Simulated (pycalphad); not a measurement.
## Effect of Si content in Al-Si-Mg

Source of the numbers: pycalphad with the COST 507 light-alloy database (1999); pressure 1 atm. The database dates from 1999; later assessments differ in places, in temperatures and in the compounds included. Phase fractions are per mole of atoms. Diffusion is slow at the low end, where real alloys seldom reach equilibrium.

### Question
One of these alloys has its liquidus at 886 K, its solidus at 831 K, and holds FCC_A1 0.92, DIAMOND_A4 0.07, MG2SI 0.01 at 400 K. Which?
A) Al-3.46Si-0.72Mg (at.%)
B) Al-6.92Si-0.72Mg (at.%)
C) Al-1.73Si-0.72Mg (at.%)
D) Al-27.68Si-0.72Mg (at.%)

### Answer
B, Al-6.92Si-0.72Mg (at.%). The others: Al-1.73Si-0.72Mg (at.%), liquidus 920, solidus 831; Al-3.46Si-0.72Mg (at.%), liquidus 909, solidus 831; Al-27.68Si-0.72Mg (at.%), liquidus 1072, solidus 831

Database names, with the compositions (at.%) that they take in these runs: MG2SI: Mg 67 Si 33. FCC_A1 is fcc; DIAMOND_A4 is diamond (Si).
